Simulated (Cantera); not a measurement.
**Abatement and gas-phase synthesis: CS2 + H2O + N2**

A closed system holds: 1 mol CS2, 2.4 mol H2O, 0.54 mol N2, equilibrated at 2.10 bar.

Method: chemical equilibrium by Gibbs-energy minimisation in Cantera with the NASA 1993 tables (ideal gas, pure condensed phases). Candidate condensed phases: C, C6H6, C7H8, C8H18, H2O, H2SO4, S; 185 gas species. Ions and electrons are included (thermal ionisation). The numbers say what is thermodynamically allowed, not how fast it happens.

From 3000 K to 5000 K nothing is condensed. The main C-bearing gas is CO throughout.

| T (K) | x H | x H2 | x S | x CO | x O | x H2O | x N2 | x SO | x S2 | x SH | x OH | x SO2 | x H2S | x CO2 |
|---|---|---|---|---|---|---|---|---|---|---|---|---|---|---|
| 3000 | 0.0555 | 0.259 | 0.0493 | 0.172 | 0.00106 | 0.113 | 0.0979 | 0.0740 | 0.0799 | 0.0447 | 0.00805 | 0.0232 | 0.0102 | 0.0101 |
| 3250 | 0.108 | 0.237 | 0.0786 | 0.163 | 0.00410 | 0.0837 | 0.0915 | 0.0877 | 0.0525 | 0.0434 | 0.0151 | 0.0191 | 0.00575 | 0.00731 |
| 3500 | 0.181 | 0.198 | 0.108 | 0.152 | 0.0126 | 0.0561 | 0.0838 | 0.0901 | 0.0311 | 0.0369 | 0.0237 | 0.0138 | 0.00291 | 0.00521 |
| 3750 | 0.266 | 0.148 | 0.134 | 0.140 | 0.0307 | 0.0318 | 0.0754 | 0.0794 | 0.0174 | 0.0281 | 0.0299 | 0.00819 | 0.00132 | 0.00348 |
| 4000 | 0.345 | 0.0987 | 0.156 | 0.127 | 0.0579 | 0.0144 | 0.0675 | 0.0594 | 0.00976 | 0.0198 | 0.0294 | 0.00375 | 0.000551 | 0.00209 |
| 4250 | 0.405 | 0.0597 | 0.174 | 0.118 | 0.0863 | 0.00526 | 0.0615 | 0.0381 | 0.00557 | 0.0132 | 0.0230 | 0.00133 | 0.000214 | 0.00114 |
| 4500 | 0.442 | 0.0343 | 0.186 | 0.111 | 0.108 | 0.00170 | 0.0575 | 0.0220 | 0.00321 | 0.00845 | 0.0154 | 0.000399 | 8.11e-5 | 0.000592 |
| 4750 | 0.463 | 0.0196 | 0.194 | 0.108 | 0.122 | 0.000536 | 0.0549 | 0.0122 | 0.00187 | 0.00537 | 0.00957 | 0.000113 | 3.11e-5 | 0.000309 |
| 5000 | 0.474 | 0.0114 | 0.198 | 0.105 | 0.131 | 0.000175 | 0.0527 | 0.00669 | 0.00111 | 0.00345 | 0.00586 | 3.24e-5 | 1.25e-5 | 0.000167 |
x: gas mole fraction; nothing condenses.
